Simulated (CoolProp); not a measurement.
Ethylbenzene along the isobar 7.85 bar: density (kg/m³) from the reference equation and from simpler models built on Tc = 617.1 K, pc = 36.22 bar, ω = 0.304; each cubic takes its own stable root.

Computed with CoolProp (reference Helmholtz-energy equation of state, Zhou 2012).

| T (K) | phase | reference |
|---|---|---|
| 456 | liquid | 712.7 |
| 465.6 | liquid | 701.9 |
| 475.2 | liquid | 690.7 |
| 484.8 | liquid | 679.1 |
| 494.4 | liquid | 666.9 |
| 503.9 | liquid | 654.4 |
| 513.5 | gas | 23.49 |
| 523.1 | gas | 22.70 |
| 532.7 | gas | 21.99 |
| 542.3 | gas | 21.34 |
| 551.8 | gas | 20.75 |
| 561.4 | gas | 20.21 |
| 571 | gas | 19.70 |
| 580.6 | gas | 19.23 |
| 590.2 | gas | 18.79 |
| 599.7 | gas | 18.38 |

**Question.** How far does each simpler model (van der Waals, Redlich-Kwong, Soave-Redlich-Kwong, Peng-Robinson) lie from the reference over these 16 states: mean and median of the absolute difference, and the worst?

**Answer.** 
- van der Waals: mean 38.5 %, median 5.3 %, worst -96.6 % at 503.9 K and 7.85 bar
- Redlich-Kwong: mean 17.4 %, median 2.6 %, worst -96.4 % at 503.9 K and 7.85 bar
- Soave-Redlich-Kwong: mean 5.4 %, median 1.4 %, worst -13.8 % at 503.9 K and 7.85 bar
- Peng-Robinson: mean 0.6 %, median 0.4 %, worst -2.2 % at 503.9 K and 7.85 bar

At some of these states van der Waals, Redlich-Kwong gives the other phase, because its saturation line lies elsewhere.
